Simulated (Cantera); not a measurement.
An isothermal, constant-pressure homogeneous reactor starts with CH₄ : H₂ : N₂ = 0.022 : 1 : 0.00036 (molar parts), at 2150 K and 14.3 Torr. Integrator tolerance rtol = 1e-08.

Detailed kinetics in Cantera: GRI-Mech 3.0 (53 species, 325 reactions). GRI-Mech 3.0 stops at C3 and has no aromatics, soot or wall deposition, so with more carbon than oxygen in the feed, carbon stays in small species such as C2H2 where larger ones or solid carbon would form. Radical loss at walls, strong at low pressure, is not modelled.

**Question.** What does this change do: 0.019 parts H2O added?

**Answer.** 
```
quantity                                           before                                     after
----------------  ---------------------------------------  ----------------------------------------
x(CH₄) at 1.00 s  1.44e-5 (gas-phase equilibrium 1.19e-5)  0.000104 (gas-phase equilibrium 4.05e-6)
x(H₂) at 1.00 s       0.960 (gas-phase equilibrium 0.959)       0.953 (gas-phase equilibrium 0.951)
x(CH₂) at 1.00 s  3.65e-7 (gas-phase equilibrium 3.19e-7)   2.24e-6 (gas-phase equilibrium 1.09e-7)
x(H) at 1.00 s      0.0294 (gas-phase equilibrium 0.0302)     0.0269 (gas-phase equilibrium 0.0301)
x(C₂H) at 1.00 s  9.50e-6 (gas-phase equilibrium 9.50e-6)   1.84e-6 (gas-phase equilibrium 1.13e-6)
```
